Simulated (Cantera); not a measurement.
# Premixed flame

A freely propagating, adiabatic, planar premixed flame of 46.9 % H2, 11.2 % O2, 42.0 % N2, equivalence ratio 2.1, unburnt at 500 K and 0.158 atm; multicomponent+Soret transport, grid criteria slope 0.08 and curve 0.16, no radiation.

Detailed kinetics in Cantera: the H2/O2 subset of GRI-Mech 3.0, which has no nitrogen chemistry. Burning velocities carry a grid error of a few per cent, more on coarse grids.

```csv
z (mm),T (K),u (m/s),x H2,x O2,x OH,x H,x HO2,x O
-13.6,500,4.90,0.469,0.112,<1e-8,<1e-8,<1e-8,<1e-8
-9.09,500,4.90,0.469,0.112,<1e-8,<1e-8,<1e-8,<1e-8
-6.82,500,4.90,0.469,0.112,<1e-8,<1e-8,<1e-8,<1e-8
-4.54,500,4.90,0.469,0.112,<1e-8,1.06e-7,3.86e-7,<1e-8
-2.27,518,5.03,0.462,0.112,5.57e-5,0.000412,7.29e-5,1.19e-5
-1.14,702,6.66,0.429,0.107,0.000305,0.0116,3.71e-5,0.000216
0,1091,10.1,0.299,0.0590,0.00164,0.0767,1.25e-5,0.00363
1.14,1325,12.3,0.207,0.00632,0.00248,0.118,1.29e-6,0.00236
2.27,1413,13.0,0.204,0.00105,0.00274,0.114,2.00e-7,0.00145
4.54,1513,13.9,0.213,0.000681,0.00329,0.101,1.17e-7,0.00135
9.09,1627,14.8,0.223,0.000562,0.00377,0.0849,8.88e-8,0.00118
18.2,1748,15.8,0.234,0.000408,0.00397,0.0676,6.23e-8,0.000903
36.4,1865,16.7,0.245,0.000255,0.00377,0.0505,4.04e-8,0.000591
```
x: mole fraction of selected species; z is measured from the peak of heat release.

| Quantity | Value |
|---|---|
| laminar burning velocity | 490 cm/s |
| thermal thickness | 4.54 mm |
| peak x(OH) | 0.00398 |
| peak x(H) | 0.119 |
| peak x(HO2) | 7.31e-5 |
| peak x(O) | 0.00414 |
